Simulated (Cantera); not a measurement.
A closed system holds: 1 mol trisilylamine, 0.53 mol NH3, 44 mol H2, held at 10.0 Pa.

Method: chemical equilibrium by Gibbs-energy minimisation in Cantera with the NASA 1993 tables (ideal gas, pure condensed phases). Candidate condensed phases: Si, Si3N4; 18 gas species. The feed counts by its element totals alone. Kinetics and transport are ignored.

Over these rows the condensed part is Si(s). Partial pressures as log10 of bar:

```tsv
T (K)	1000/T (1/K)	log p Si	log p H2	log p N2
1448	0.6906	-8.53	-4.01	-5.82
1473	0.6789	-8.26	-4.01	-5.82
1498	0.6676	-8.00	-4.01	-5.82
1523	0.6566	-7.74	-4.01	-5.82
1548	0.6460	?	-4.01	-5.82
1573	0.6357	-7.26	-4.01	-5.82
```

Fit log p(Si) = a + b·(1000/T) to the five rows, give the apparent enthalpy, and predict the row at 1548 K.

Means: 1000/T = 0.6659, log p = -7.958. Sxy = -0.041233, Sxx = 0.0017805, so b = -23.16 and a = -7.958 − (-23.16)×0.6659 = 7.46.
Apparent enthalpy: −19.145 × (-23.16) = 443 kJ/mol. The condensed phases alone fix this pressure, through Si(s) = Si(g), so the slope is that reaction's ΔH° and the other gases don't enter. The five rows lie within 0.01 of the line.
Prediction at 1548 K: 7.46 + (-23.16)×0.6460 = -7.50. The computed value is -7.50, 0.00 from the line.
